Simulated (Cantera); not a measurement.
An adiabatic, constant-pressure homogeneous reactor starts with H2 : O2 : N2 = 1 : 0.862 : 3.24 (molar parts), equivalence ratio 0.58, at 1373 K and 825 Torr. Integrator tolerance rtol = 1e-08.

Computed with Cantera and the H2/O2 subset of GRI-Mech 3.0, which has no nitrogen chemistry.

Task: What does this change do: constant volume in place of constant pressure?

Result: 
```tsv
quantity	before	after
time of steepest temperature rise	19.5 µs	19.3 µs
temperature at 0.700 s	2575 K	2751 K
equilibrium temperature	2575 K	2751 K
x(H2) at 0.700 s	0.00593 (gas-phase equilibrium 0.00593)	0.00893 (gas-phase equilibrium 0.00893)
x(O2) at 0.700 s	0.0738 (gas-phase equilibrium 0.0738)	0.0721 (gas-phase equilibrium 0.0721)
x(H2O) at 0.700 s	0.198 (gas-phase equilibrium 0.198)	0.189 (gas-phase equilibrium 0.189)
x(HO2) at 0.700 s	1.14e-5 (gas-phase equilibrium 1.14e-5)	1.90e-5 (gas-phase equilibrium 1.90e-5)
x(H) at 0.700 s	0.00257 (gas-phase equilibrium 0.00257)	0.00459 (gas-phase equilibrium 0.00459)
x(O) at 0.700 s	0.00541 (gas-phase equilibrium 0.00541)	0.00845 (gas-phase equilibrium 0.00845)
x(OH) at 0.700 s	0.0193 (gas-phase equilibrium 0.0193)	0.0260 (gas-phase equilibrium 0.0260)
```
